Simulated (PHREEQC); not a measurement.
PHREEQC input (ion-association model, wateq4f.dat):

```
SOLUTION_SPECIES
  PO4-3 + 3H+ = H3PO4  # constants of phreeqc.dat
    -log_k 21.721
    -delta_h -10.1 kJ
SOLUTION 1
  temp 25
  units mol/kgw
  pH 7 charge
END
SELECTED_OUTPUT 1
  -reset false
  -pH true
  -pe true
  -ionic_strength true
  -water true
  -totals C P Zn C(-4) C(4)
  -molalities H+ CO3-2 PO4-3 Zn+2 HPO4-2 H2PO4- CO2 HCO3- O2 OH-
    ZnOH+ Zn(OH)2 Zn(OH)3- Zn(OH)4-2 ZnHCO3+ ZnCO3 Zn(CO3)2-2 H3PO4
  -equilibrium_phases Zn3(PO4)2:4w Zn(OH)2-a ZnCO3:H2O
PRINT
  -reset false
USE solution 1
EQUILIBRIUM_PHASES 1
  Zn3(PO4)2:4w 0 0.5
  Zn(OH)2-a 0 0
  ZnCO3:H2O 0 0
  O2(g) -0.68 10
  CO2(g) -5 10
END
# ... the last block is repeated for the other 10 points of log pCO2 (atm)
```

Selected output (columns that matter, 11 of 11 rows; log pCO2 (atm) added in front):

```
log pCO2 (atm)	pH	mu	C	P	Zn	m_H+	m_Zn+2	m_H2PO4-	m_CO2	m_HCO3-	m_OH-	m_ZnHCO3+	Zn3(PO4)2:4w
-5	7.9756	0.00010062	1.5254e-05	2.1538e-05	3.2307e-05	1.0701e-08	2.645e-05	3.0434e-06	3.4045e-07	1.4481e-05	9.5739e-07	4.6044e-08	0.49999
-4.5	7.7332	0.00013095	2.7958e-05	2.6587e-05	3.9881e-05	1.8725e-08	3.6007e-05	5.9152e-06	1.0766e-06	2.625e-05	5.4883e-07	1.129e-07	0.49999
-4	7.4589	0.00017881	4.8535e-05	3.6014e-05	5.402e-05	3.529e-08	5.1145e-05	1.2546e-05	3.4044e-06	4.4235e-05	2.9248e-07	2.6793e-07	0.49998
-3.5	7.1806	0.00025263	8.61e-05	5.18e-05	7.77e-05	6.716e-08	7.4951e-05	2.5979e-05	1.0766e-05	7.391e-05	1.5455e-07	6.4879e-07	0.49997
-3	6.9048	0.00037038	0.00016099	7.807e-05	0.00011711	1.2719e-07	0.0001135	5.0939e-05	3.4043e-05	0.00012432	8.2207e-08	1.6285e-06	0.49996
-2.5	6.6308	0.00056526	0.00032343	0.00012258	0.00018387	2.4017e-07	0.00017753	9.5194e-05	0.00010765	0.0002102	4.3962e-08	4.2238e-06	0.49994
-2	6.3573	0.00089507	0.00070995	0.00019931	0.00029897	4.536e-07	0.00028525	0.00017236	0.00034039	0.00035647	2.3581e-08	1.1215e-05	0.4999
-1.5	6.084	0.0014596	0.0017151	0.00033371	0.00050057	8.5799e-07	0.00046722	0.00030739	0.0010763	0.00060597	1.2681e-08	3.0184e-05	0.49983
-1	5.8109	0.0024329	0.0045213	0.00057352	0.00086028	1.6256e-06	0.00077444	0.00054756	0.0034026	0.0010333	6.8418e-09	8.1652e-05	0.49971
-0.5	5.5384	0.0041246	0.012751	0.0010118	0.0015177	3.0842e-06	0.0012915	0.00098548	0.010756	0.0017696	3.7089e-09	0.00022051	0.49949
0	5.2669	0.0070964	0.037637	0.0018376	0.0027563	5.8552e-06	0.0021573	0.0018093	0.03399	0.0030488	2.0239e-09	0.0005913	0.49908
```

Species that the database lacks are ignored. H3PO4, which wateq4f.dat lacks, is added to it with the constant of phreeqc.dat. The database has no phosphate complexes of Zn. The database's zinc carbonate complexes are estimates, stronger than later reviews accept.
